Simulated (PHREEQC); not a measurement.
0.18 g of hydrous ferric oxide (600 m²/g; 0.2 weak and 0.005 strong sites per Fe, Dzombak-Morel constants, diffuse double layer) in 1 kg of water with 0.05 mol/kgw of an inert sodium salt and 5e-05 mol/kgw MnCl2, 0.00091 mol/kgw CaCl2 and 0.0011 mol/kgw CuCl2, at 25 °C; the pH is set by adding NaOH or the inert anion's acid. The system is closed to oxygen. The system is closed to CO2. Precipitation was switched off in this run.

Computed with PHREEQC (ion-association model, wateq4f.dat).

Q: Predict Mn sorbed (%), Ca sorbed (%), Cu sorbed (%), surface charge σ (C/m²) at pH = 9, 10, 10.5, 11.

A: 
```csv
pH,Mn sorbed (%),Ca sorbed (%),Cu sorbed (%),surface charge σ (C/m²)
9,18.0,0.1,19.5,0.042
10,90.6,4.0,11.3,0.007
10.5,96.3,12.1,4.1,-0.001
11,95.8,16.4,0.6,-0.004
```

Along this series the solution becomes supersaturated in solids that the run did not let form, among them Pyrochroite, Cu(OH)2, Atacamite. The database's constant for dissolved Cu(OH)2 is higher than later reviews accept.
